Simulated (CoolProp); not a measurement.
The numbers come from the reference Helmholtz-energy equation of state, Lemmon 2005 in CoolProp. It is a short technical equation, of lower accuracy than the large ones.

Question: For 1-butene, give the phase and the Z, cv (kJ/(kg K)), Joule-Thomson coefficient (K/MPa) at -36.75 °C and 3640 kPa; -36.75 °C and 9100 kPa.

Answer: 
- -36.75 °C and 3640 kPa: liquid; Z 0.157, cv 1.41, Joule-Thomson coefficient -0.459
- -36.75 °C and 9100 kPa: liquid; Z 0.389, cv 1.41, Joule-Thomson coefficient -0.471
